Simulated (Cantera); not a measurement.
An adiabatic, constant-volume homogeneous reactor starts with CH4 : CO : O2 : N2 = 1 : 0.22 : 2.64 : 9.92 (molar parts), at 1375 K and 0.987 atm. Integrator tolerance rtol = 1e-08.

Model: GRI-Mech 3.0 (53 species, 325 reactions), integrated in Cantera.

### Question
What does this change do: 0.015 parts H2 added?

### Answer
```tsv
quantity	before	after
time of steepest temperature rise	4.07 ms	3.63 ms
temperature at 0.200 s	2783 K	2785 K
equilibrium temperature	2783 K	2785 K
x(CH4) at 0.200 s	<1e-12 (gas-phase equilibrium <1e-12)	<1e-12 (gas-phase equilibrium <1e-12)
x(CO) at 0.200 s	0.0283 (gas-phase equilibrium 0.0283)	0.0285 (gas-phase equilibrium 0.0285)
x(O2) at 0.200 s	0.0412 (gas-phase equilibrium 0.0412)	0.0408 (gas-phase equilibrium 0.0408)
x(C2H) at 0.200 s	<1e-12 (gas-phase equilibrium <1e-12)	<1e-12 (gas-phase equilibrium <1e-12)
x(H2O) at 0.200 s	0.121 (gas-phase equilibrium 0.121)	0.122 (gas-phase equilibrium 0.122)
```
